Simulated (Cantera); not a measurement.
Input (Python, Cantera):

```python
import numpy as np
import cantera as ct

surf = ct.Interface("diamond.yaml", "diamond_100")
gas, bulk = surf.adjacent["gas"], surf.adjacent["diamond"]
k = surf.kinetics_species_index(bulk.species_names[0])
cover = ["c6HH", "c6H*", "c6*H", "c6**", "c6HM", "c6B"]

rows, drift = [], 0.0
print(f"{'xH':>10s}{'um/h':>11s}" + "".join(f"{s:>11s}" for s in cover))
for v in [0.0001, 0.0002, 0.00041, 0.00083, 0.0017, 0.0034, 0.0068, 0.014, 0.028]:
    T, P, xH, xCH3 = 1048, 23000, v, 0.0015
    gas.TPX = T, P, {"H": xH, "CH3": xCH3, "CH4": 0.0038, "H2": 1 - xH - xCH3 - 0.0038}
    surf.TP = bulk.TP = T, P
    surf.coverages = "c6H*:0.1, c6HH:0.9"
    surf.advance_coverages(100.0)
    before = surf.coverages
    surf.advance_coverages(100.0)
    drift = max(drift, np.max(np.abs(surf.coverages - before) / (surf.coverages + 1e-9)))
    rate = surf.net_production_rates[k] * bulk.mean_molecular_weight / bulk.density * 3.6e9
    rows.append([rate, *surf[cover].coverages])
    print(f"{v:10.4g}{rate:11.4e}" + "".join(f"{x:11.3e}" for x in rows[-1][1:]))
```

Output:

```
        xH       um/h       c6HH       c6H*       c6*H       c6**       c6HM        c6B
    0.0001 1.6254e+01  1.859e-01  5.395e-03  9.708e-02  5.500e-04  4.959e-01  4.411e-08
    0.0002 3.0398e+01  2.066e-01  6.810e-03  1.225e-01  1.183e-03  4.617e-01  8.249e-08
   0.00041 5.4395e+01  2.497e-01  9.000e-03  1.618e-01  2.452e-03  4.013e-01  1.476e-07
   0.00083 8.7972e+01  3.108e-01  1.186e-02  2.131e-01  4.456e-03  3.195e-01  2.387e-07
    0.0017 1.2770e+02  3.816e-01  1.511e-02  2.709e-01  7.000e-03  2.259e-01  3.465e-07
    0.0034 1.6318e+02  4.438e-01  1.798e-02  3.212e-01  9.357e-03  1.441e-01  4.428e-07
    0.0068 1.8978e+02  4.899e-01  2.021e-02  3.581e-01  1.116e-02  8.372e-02  5.150e-07
     0.014 2.0753e+02  5.198e-01  2.190e-02  3.819e-01  1.240e-02  4.443e-02  5.631e-07
     0.028 2.1783e+02  5.359e-01  2.330e-02  3.941e-01  1.315e-02  2.330e-02  5.911e-07
```

Cantera simulation using the Harris–Goodwin 1993 mechanism for the reconstructed diamond (100) surface; the numbers are that mechanism's predictions, not measurements.
